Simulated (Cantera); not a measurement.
# Pyrogenic steam for wet oxidation

A perfectly stirred reactor is fed with 20.0 % H₂, 14.3 % O₂, 65.7 % N₂, equivalence ratio 0.70, at 0.434 atm; it is held at 1325 K, and followed from long to short residence time.

Model: the H2/O2 subset of GRI-Mech 3.0, which has no nitrogen chemistry, integrated in Cantera. The temperature is held fixed by assumption; the heat of reaction is taken as removed at once.

```csv
τ (s),x H₂,x O₂,x O,x OH,x H₂O,x HO₂
13,2.73e-5,0.0476,6.15e-6,0.000142,0.222,5.82e-7
3.9,6.10e-5,0.0476,1.39e-5,0.000212,0.222,1.24e-6
1.2,0.000134,0.0476,3.12e-5,0.000313,0.222,2.51e-6
0.38,0.000288,0.0476,6.87e-5,0.000460,0.222,4.70e-6
0.12,0.000617,0.0477,0.000152,0.000679,0.221,8.04e-6
0.037,0.00132,0.0479,0.000337,0.00101,0.220,1.23e-5
0.011,0.00285,0.0484,0.000756,0.00153,0.218,1.66e-5
0.0036,0.00560,0.0494,0.00155,0.00222,0.213,1.97e-5
0.0011,0.0109,0.0519,0.00320,0.00323,0.203,2.22e-5
0.00034,0.0198,0.0566,0.00614,0.00448,0.185,2.41e-5
0.00011,0.0327,0.0642,0.0101,0.00573,0.157,2.53e-5
```
x: mole fraction; the columns are a selection and need not sum to one.
